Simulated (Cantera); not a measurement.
# Hydrocarbon pyrolysis for carbon deposition

An isothermal, constant-pressure homogeneous reactor starts with 25.6 % C2H6, 74.4 % N2, at 1525 K and 0.178 atm.

Model: GRI-Mech 3.0 (53 species, 325 reactions), integrated in Cantera. GRI-Mech 3.0 stops at C3 and has no aromatics, soot or wall deposition, so with more carbon than oxygen in the feed, carbon stays in small species such as C2H2 where larger ones or solid carbon would form.

```json
[
 {"t (s)": "0.000900", "x C2H6": "0.0141", "x H": "0.000173", "x C2H2": "0.0420", "x HCN": "7.41e-8", "x C2H4": "0.111", "x CH4": "0.0748", "x CH3": "0.00203"},
 {"t (s)": "0.00181", "x C2H6": "0.00216", "x H": "9.37e-5", "x C2H2": "0.0681", "x HCN": "7.64e-8", "x C2H4": "0.0890", "x CH4": "0.0774", "x CH3": "0.000776"},
 {"t (s)": "0.00365", "x C2H6": "0.000354", "x H": "4.44e-5", "x C2H2": "0.0870", "x HCN": "7.56e-8", "x C2H4": "0.0684", "x CH4": "0.0764", "x CH3": "0.000326"},
 {"t (s)": "0.00735", "x C2H6": "7.41e-5", "x H": "2.35e-5", "x C2H2": "0.101", "x HCN": "7.46e-8", "x C2H4": "0.0520", "x CH4": "0.0752", "x CH3": "0.000161"},
 {"t (s)": "0.0148", "x C2H6": "2.87e-5", "x H": "1.70e-5", "x C2H2": "0.114", "x HCN": "7.36e-8", "x C2H4": "0.0368", "x CH4": "0.0740", "x CH3": "0.000109"},
 {"t (s)": "0.0298", "x C2H6": "2.27e-5", "x H": "1.71e-5", "x C2H2": "0.129", "x HCN": "7.25e-8", "x C2H4": "0.0203", "x CH4": "0.0725", "x CH3": "0.000103"},
 {"t (s)": "0.0600", "x C2H6": "2.14e-5", "x H": "1.85e-5", "x C2H2": "0.140", "x HCN": "7.16e-8", "x C2H4": "0.00680", "x CH4": "0.0709", "x CH3": "0.000105"},
 {"t (s)": "0.121", "x C2H6": "2.05e-5", "x H": "1.93e-5", "x C2H2": "0.145", "x HCN": "7.14e-8", "x C2H4": "0.00208", "x CH4": "0.0692", "x CH3": "0.000105"},
 {"t (s)": "0.243", "x C2H6": "1.90e-5", "x H": "1.97e-5", "x C2H2": "0.146", "x HCN": "7.17e-8", "x C2H4": "0.00175", "x CH4": "0.0663", "x CH3": "0.000101"},
 {"t (s)": "0.490", "x C2H6": "1.64e-5", "x H": "2.05e-5", "x C2H2": "0.148", "x HCN": "7.25e-8", "x C2H4": "0.00177", "x CH4": "0.0611", "x CH3": "9.46e-5"},
 {"t (s)": "0.986", "x C2H6": "1.26e-5", "x H": "2.18e-5", "x C2H2": "0.151", "x HCN": "7.39e-8", "x C2H4": "0.00181", "x CH4": "0.0525", "x CH3": "8.35e-5"},
 {"t (s)": "1.99", "x C2H6": "8.01e-6", "x H": "2.39e-5", "x C2H2": "0.155", "x HCN": "7.69e-8", "x C2H4": "0.00188", "x CH4": "0.0404", "x CH3": "6.71e-5"},
 {"t (s)": "4.00", "x C2H6": "4.03e-6", "x H": "2.69e-5", "x C2H2": "0.159", "x HCN": "8.23e-8", "x C2H4": "0.00198", "x CH4": "0.0268", "x CH3": "4.75e-5"}
]
```
x: mole fraction; the columns are a selection and need not sum to one.

Equilibrium at this temperature and pressure: C2H6 6.11e-7, H 3.22e-5, C2H2 0.110, HCN 0.111, C2H4 0.00144, CH4 0.00734, CH3 1.45e-5 (gas phase only).
